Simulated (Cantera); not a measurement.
A closed system holds: 1 mol B, 0.49 mol N2, 2.4 mol H2.

Method: chemical equilibrium by Gibbs-energy minimisation in Cantera with the NASA 1993 tables (ideal gas, pure condensed phases). Candidate condensed phases: B, BN; 15 gas species. Mutual solubility and eutectic melting of coexisting phases are not modelled. The numbers say what is thermodynamically allowed, not how fast it happens.

Stable condensed phases, one row left out:

```
T in K \ P in Pa
             10     32    100    320   1000   3200  10000  32000 100000
   2325       A      A      A      A      A      A      B      B      B
   2225       A      A      A      A      A      B      B      B      B
   2175       A      A      A      A      B      B      B      B      B
   2125       A      A      A      A      B      B      B      B      B
   2075       A      A      A      B      B      B      B      B      B
   2025       A      A      A      B      B      B      B      B      B
   1975       A      A      B      B      B      B      B      B      B
   1925       A      B      B      B      B      B      B      B      B
   1875       B      B      B      B      B      B      B      B      B
   1825       B      B      B      B      B      B      B      B      B
   1775       B      B      B      B      B      B      B      B      B
```

A: B; B: B + BN.

### Question
Give the row for 2275 K.

### Answer
10: B; 32: B; 100: B; 320: B; 1000: B; 3200: B + BN; 10000: B + BN; 32000: B + BN; 100000: B + BN.
